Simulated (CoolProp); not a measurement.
Fluorine along the isobar 4.03 MPa: fugacity coefficient from the reference equation and from simpler models built on Tc = 144.4 K, pc = 5.240 MPa, ω = 0.045; each cubic takes its own stable root.

Values from CoolProp's reference Helmholtz-energy equation of state, de Reuck 1990.

```
T (K)   phase  reference  van der Waals  Soave-Redlich-Kwong
-----  ------  ---------  -------------  -------------------
88.9   liquid    0.04191         0.1417              0.04266
97.5   liquid    0.09014         0.2205              0.09196
106    liquid     0.1659         0.3160               0.1694
114.6  liquid     0.2741         0.4275               0.2798
123.1  liquid     0.4113         0.5482               0.4187
131.7  liquid     0.5749         0.6748               0.5815
140.2     gas     0.7235         0.7531               0.7210
148.8     gas     0.7733         0.7888               0.7691
157.3     gas     0.8105         0.8170               0.8059
165.9     gas     0.8403         0.8405               0.8361
```
